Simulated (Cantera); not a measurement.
Input: 1 mol CH3SiH3, 1.4 mol C2H2, 3.6 mol H2, at 2125 K and 0.110 bar.

Equilibrium computed with Cantera from the NASA thermochemical tables; the gas is ideal and each condensed phase is pure. Candidate condensed phases: C, C6H6, C7H8, C8H18, Si, SiC; 87 gas species. The feed counts by its element totals alone. Gases not in the tables: Si2H6 and higher silanes. Equilibrium is a limit: real reactors are often held back by kinetics, nucleation or transport.

Base state: H2 0.987, H 0.0109, C2H2 (acetylene) 0.00165, Si 0.000134, CH4 3.33e-5, SiH 2.27e-5, SiH2 1.73e-5 (mole fractions); condensed: C(graphite) + SiC(s).

Q: What changes in the equilibrium state with this change: temperature from 2125 K to 2250 K?

A: 
```json
[
 {"species": "H2", "before": "0.987", "after": "0.974"},
 {"species": "H", "before": "0.0109", "after": "0.0221"},
 {"species": "C2H2 (acetylene)", "before": "0.00165", "after": "0.00326"},
 {"species": "Si", "before": "0.000134", "after": "0.000671"},
 {"species": "SiC2", "before": "9.55e-6", "after": "7.76e-5"},
 {"species": "Si2C", "before": "6.00e-6", "after": "4.65e-5"},
 {"species": "SiH", "before": "2.27e-5", "after": "8.83e-5"},
 {"species": "C(graphite), mol", "before": "2.77", "after": "2.75"},
 {"species": "SiC(s), mol", "before": "0.998", "after": "0.992"}
]
```

Q: What changes in the equilibrium state with this change: temperature from 2125 K to 1023.15 K?

A: 
| species | before | after |
|---|---|---|
| H2 | 0.987 | 0.992 |
| CH4 | 3.33e-5 | 0.00811 |
| H | 0.0109 | 1.25e-8 |
| Si | 0.000134 | <1e-9 |
| C2H2 (acetylene) | 0.00165 | 2.09e-9 |
| SiH | 2.27e-5 | <1e-9 |
| SiH2 | 1.73e-5 | <1e-9 |
| C(graphite), mol | 2.77 | 2.74 |
| SiC(s), mol | 0.998 | 1.00 |
